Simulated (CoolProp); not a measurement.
The numbers come from the reference Helmholtz-energy equation of state, Rui 2013 in CoolProp.

Question: For R236EA, give the phase and the Z, cp (kJ/(kg K)), isothermal compressibility (1/MPa), expansivity (1/kK) at 109.05 °C and 1.37 MPa; 78.75 °C and 6 MPa.

Answer: 
- 109.05 °C and 1.37 MPa: gas; Z 0.781, cp 1.16, isothermal compressibility 0.991, expansivity 6.30
- 78.75 °C and 6 MPa: liquid; Z 0.245, cp 1.34, isothermal compressibility 0.00589, expansivity 2.87
